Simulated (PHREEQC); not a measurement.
## Polishing slurry liquid (model solution)

Make-up at 15 °C: 0.065 mol K2CO3 and 0.0019 mol K2SO4 per kg of water. Closed to the air; pH follows from the charge balance.

Computed with PHREEQC (ion-association model, phreeqc.dat).

```json
{
  "pH": "11.52",
  "ionic_strength": "0.198 mol/kgw",
  "specific_conductance": "11000 µS/cm",
  "density": "1.007 g/cm³",
  "total_alkalinity": "130 meq/kg"
}
```

```tsv
species	molality	activity	log γ
K+	0.134	0.0956	-0.145
CO3-2	0.0629	0.0199	-0.500
OH-	0.00213	0.00151	-0.148
HCO3-	0.00213	0.00159	-0.125
SO4-2	0.00155	0.000464	-0.525
KSO4-	0.000347	0.000260	-0.125
CO2	1.20e-8	1.25e-8	0.020
```

This is a speciation only: nothing precipitates in the calculation. Complexes and solids missing from the database can't appear.
